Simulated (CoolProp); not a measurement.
A single-stage vapour-compression cycle with the fluid: evaporating at 227.15 K (dew point), condensing at 278.15 K (bubble point), superheat 10 K, subcooling 8 K, compressor efficiency 0.85, no pressure losses. The same conditions are run with several fluids, on thermodynamics alone (safety and materials aside).

Values from CoolProp's reference Helmholtz-energy equation of state of each fluid (CH3F (R41): Lemmon 2006; hydrogen sulfide: Lemmon 2006; isobutane: Bücker 2006; carbon dioxide: Span 1996; hydrogen chloride: Thol 2018; R236FA: Pan 2012).

```
fluid              cooling COP  pressure ratio  discharge temperature (K)  refrigerating effect (kJ/kg)  volumetric capacity (kJ/m³)
-----------------  -----------  --------------  -------------------------  ----------------------------  ---------------------------
CH3F (R41)                2.91            5.11                      358.1                           352                         3050
hydrogen sulfide          3.06            6.00                      389.6                           452                         1600
isobutane                 3.31            8.91                      302.6                           314                          196
carbon dioxide            2.73            4.96                      361.2                           251                         4940
hydrogen chloride         2.86            4.79                      388.3                           327                         4050
R236FA                    3.25            13.1                      295.3                           138                          107
```
